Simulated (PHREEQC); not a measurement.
## Spent oxide etchant (model solution)

Solution (20 °C): 0.0087 mol/kgw NH4HF2, 7.9e-05 mol/kgw H2SiF6, 0.0001 mol/kgw H3PO4 and 7.3e-05 mol/kgw HCl. Closed to the air; pH follows from the charge balance.

The numbers come from PHREEQC with the ion-association model, wateq4f.dat.

No solid was allowed to form.

**Question.** What pH, ionic strength does the model give?

**Answer.** pH 3.16; ionic strength 0.00954 mol/kgw.

**Question.** In which forms is F present?

**Answer.** F- 50 %, HF 43 %, HF2- 2.8 %, SiF6-2 2.7 %, H2F2 2.0 % of the F.

H3PO4, which wateq4f.dat lacks, is added to it with the constant of phreeqc.dat. SiF6-2 is the database's only silicon fluoride.
